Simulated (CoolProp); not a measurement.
Vapour-liquid equilibrium of toluene (1) + n-decane (2) at 516.9 K; x and y are mole fractions of (1).

Model: multi-fluid Helmholtz-energy mixture model, Lemmon 2006 and Lemmon 2006; pair parameters Bell 2016, in CoolProp.

| x | bubble pressure (kPa) | y at the bubble point | dew pressure at overall composition x (kPa) | liquid density (mol/L) |
|---|---|---|---|---|
| 0.05 | 495.2 | 0.118 | 468.6 | 3.826 |
| 0.15 | 590.7 | 0.313 | 508.7 | 4.010 |
| 0.25 | 692.4 | 0.464 | 556.1 | 4.210 |
| 0.35 | 797.9 | 0.581 | 612.7 | 4.428 |
| 0.45 | 905.3 | 0.675 | 681.6 | 4.667 |
| 0.55 | 1014 | 0.752 | 766.9 | 4.931 |
| 0.65 | 1124 | 0.818 | 874.1 | 5.227 |
| 0.75 | 1235 | 0.875 | 1011 | 5.561 |
| 0.85 | 1348 | 0.928 | 1184 | 5.943 |
| 0.95 | 1465 | 0.976 | 1401 | 6.383 |

No azeotrope shows between x = 0.05 and 0.95.

The pair parameters rest on a limited set of measurements; away from them the model extrapolates.
